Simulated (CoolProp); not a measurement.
A simple Rankine cycle with n-perfluorobutane: condensing at 299.15 K, boiler at 1.26 MPa, turbine inlet 372 K, turbine efficiency 0.85, pump efficiency 0.6, no recuperator. Each further row changes one setting.

The numbers come from the reference Helmholtz-energy equation of state, Gao 2022 in CoolProp.

```csv
case,thermal efficiency (%),net work (kJ/kg),heat in (kJ/kg),turbine exit temperature (K),volume ratio over the turbine
as stated,8.9,[?],144,346.6,5.38
turbine inlet 392 K,8.6,14.1,[?],[?],[?]
condensing temperature 291.15 K,10.0,15.3,153,[?],7.03
boiler pressure 0.882 MPa,[?],10.6,[?],[?],3.44
turbine efficiency 0.75,7.8,11.2,144,348.4,5.42
```

### Question
Fill in the missing entries.

### Answer

- as stated, net work (kJ/kg): 12.8
- turbine inlet 392 K, heat in (kJ/kg): 165
- turbine inlet 392 K, turbine exit temperature (K): 367.5
- turbine inlet 392 K, volume ratio over the turbine: 5.08
- condensing temperature 291.15 K, turbine exit temperature (K): 343.2
- boiler pressure 0.882 MPa, thermal efficiency (%): 7.1
- boiler pressure 0.882 MPa, heat in (kJ/kg): 149
- boiler pressure 0.882 MPa, turbine exit temperature (K): 354.3
